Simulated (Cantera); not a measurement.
Feed: 1 mol MgO, 6.6 mol HF, 4.2 mol H₂, equilibrated at 748.15 K and 2.20 mbar.

Equilibrium computed with Cantera from the NASA thermochemical tables; the gas is ideal and each condensed phase is pure. Candidate condensed phases: H₂O, Mg, MgF₂, MgO, Mg(OH)₂; 31 gas species. The numbers say what is thermodynamically allowed, not how fast it happens.

Base state: HF 0.469, H₂ 0.429, H₂O 0.102 (mole fractions); condensed: MgF₂(s).

### Question
What changes in the equilibrium state with this change: MgO replaced by CaO?

### Answer
| species | before | after |
|---|---|---|
| HF | 0.469 | 0.469 |
| H₂ | 0.429 | 0.429 |
| H₂O | 0.102 | 0.102 |
| MgF₂(s), mol | 1.00 | 0 |
| CaF₂(s), mol | 0 | 1.00 |
Further candidate phases: Ca, CaF₂, CaO, Ca(OH)₂.
